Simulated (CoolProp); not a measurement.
Vapour pressure (MPa) of R1234yf: the reference equation beside estimates from Tc = 94.7 °C, pc = 3.384 MPa, ω = 0.276.

Computed with CoolProp (reference Helmholtz-energy equation of state, Lemmon 2022).

```
T (°C)  reference  Lee-Kesler  Redlich-Kwong  Soave-Redlich-Kwong
------  ---------  ----------  -------------  -------------------
-27.15     0.1120      0.1114         0.1988               0.1115
-16.25     0.1750      0.1751         0.2902               0.1750
-5.35      0.2624      0.2636         0.4086               0.2635
5.45       0.3785         ___         0.5564               0.3816
16.35      0.5315      0.5357            ___               0.5376
27.25      0.7268      0.7324         0.9618               0.7372
38.15      0.9715      0.9779          1.225                  ___
48.95       1.270         ___          1.531                1.292
59.85       1.636       1.642          1.887                1.664
70.75       2.077       2.083          2.295                2.110
```

### Question
Fill in the missing entries.

### Answer

- 5.45, Lee-Kesler: 0.3812
- 16.35, Redlich-Kwong: 0.7400
- 38.15, Soave-Redlich-Kwong: 0.9873
- 48.95, Lee-Kesler: 1.277

Absolute difference from the reference over all 10 rows, mean and median: Lee-Kesler 0.5 and 0.5 %, Redlich-Kwong 39.0 and 35.8 %, Soave-Redlich-Kwong 1.1 and 1.3 %.
